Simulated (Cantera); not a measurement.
Feed: 1 mol LiCl, 0.05 mol HF, 9.2 mol H2, 2 mol HCl, held at 425 °C.

Method: chemical equilibrium by Gibbs-energy minimisation in Cantera with the NASA 1993 tables (ideal gas, pure condensed phases). Candidate condensed phases: Li, LiCl, LiF, LiH; 25 gas species. Rates play no part.

Question: What share of the Li ends up in condensed phases as a function of P (Pa), at 0.100, 1.60, 25, 400, 6300, 100000?

Answer: 
```tsv
P (Pa)	Li condensed (%)	as
0.100	49.4	LiCl(s)
1.60	96.9	LiCl(s)
25	99.8	LiCl(s)
400	100.0	LiCl(s)
6300	100.0	LiCl(s)
100000	100.0	LiCl(s)
```
